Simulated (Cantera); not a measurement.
A Cantera script and what it prints.

```python
import numpy as np
import cantera as ct

gas_names = """
    CL CL2 H HCL H2 Si SiCL SiCL2 SiCL3 SiCL4 SiH SiHCL3 SiH2 SiH2CL2 SiH3 SiH3CL SiH4 Si2 Si3
""".split()
cond_names = """
    Si(cr) Si(L)
""".split()


# ... load() reads the species with a 1 bar reference pressure and builds the phases ...
atoms = {
    'SiCl4': {'Si': 1, 'CL': 4},
    'HCl': {'H': 1, 'CL': 1},
    'H2': {'H': 2},
}
top_T = {}  # K; cautious upper limits of use, not melting points


# ... equilibrate(T, P, feed) seeds the gas with the atoms and calls Mixture.equilibrate('TP', solver="vcs", rtol=1e-11, max_steps=5000) ...
results = []
feed = {'SiCl4': 1, 'HCl': 0.56, 'H2': 9.6}  # mol
T = 1575  # K
P = 101325  # Pa
mix = equilibrate(T, P, feed)
results.append((T, P, feed, dict(zip(mix.species_names, mix.species_moles))))
x = sorted(zip(gas.X, gas.species_names), reverse=True)
print(f"T = {T:g} K  P = {P:g} Pa  gas = {mix.phase_moles(0):.4g} mol")
print("   x: " + "  ".join(f"{s} {v:.3e}" for v, s in x if v > 0.0001))
print("   condensed (mol): " + ("  ".join(f"{mix.phase(i).name} {mix.phase_moles(i):.4g}"
      for i in range(1, mix.n_phases) if mix.phase_moles(i) > 1e-12) or "none"))
```

Output:

```
T = 1575 K  P = 101325 Pa  gas = 11.83 mol
   x: H2 7.462e-01  HCL 1.692e-01  SiCL2 4.897e-02  SiCL3 1.521e-02  SiCL4 1.236e-02  SiHCL3 7.268e-03  SiH2CL2 7.058e-04
   condensed (mol): none
```

Cantera equilibrium calculation (NASA polynomials, part measured and part estimated; ideal gas, pure solids and liquids). The tables' values for SiCl3 are old estimates; treat these amounts as uncertain.
